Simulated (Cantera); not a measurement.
Mixture: 1.99 % C3H8, 11.2 % O2, 64.9 % N2, 21.9 % H2O, at 4.93 atm, adiabatic and at constant pressure. Ignition delay is the time to a rise of 400 K.

Detailed kinetics in Cantera: GRI-Mech 3.0 (53 species, 325 reactions). GRI-Mech 3.0 was tuned for natural gas; its chemistry of propane as a main component is partial and can be far from experiment.

Predict: delay at 1275 K; delay at 1350 K; delay at 1425 K; delay at 1500 K; delay at 1575 K; apparent activation energy between 1425 and 1575 K.


```json
{
 "delay at 1275 K": "0.935 ms",
 "delay at 1350 K": "0.295 ms",
 "delay at 1425 K": "0.109 ms",
 "delay at 1500 K": "46.7 µs",
 "delay at 1575 K": "23.3 µs",
 "apparent activation energy between 1425 and 1575 K": "190 kJ/mol"
}
```
